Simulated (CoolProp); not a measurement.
Vapour-liquid equilibrium of ethylene (1) + propylene (2) at -52.75 °C; x and y are mole fractions of (1).

Model: multi-fluid Helmholtz-energy mixture model, Smukala 2000 and Lemmon 2013; pair parameters Bell 2016, in CoolProp.

Give the bubble pressure and the first vapour's composition at x = 0.2, 0.725, 0.8. Is there an azeotrope?

x = 0.2: 256.8 kPa, y = 0.735; x = 0.725: 712.7 kPa, y = 0.958; x = 0.8: 779.1 kPa, y = 0.970. No azeotrope shows between x = 0.05 and 0.95.

The pair parameters rest on a limited set of measurements; away from them the model extrapolates.
